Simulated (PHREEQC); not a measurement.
Solution (25 °C): 0.023 mol/kgw HF. Closed to the air; pH follows from the charge balance.

Equilibrium calculation in PHREEQC: ion-association model, wateq4f.dat.

Precipitation was switched off in this run.

**Question.** What pH, ionic strength does the model give?

**Answer.** pH 2.45; ionic strength 0.00376 mol/kgw.

**Question.** In which forms is F present?

**Answer.** HF 76 %, F- 15 %, H2F2 6.9 %, HF2- 2.0 % of the F.

Species that the database lacks are ignored. wateq4f.dat counts part of the HF as a dimer, H2F2, which phreeqc.dat doesn't know; its constant is uncertain.
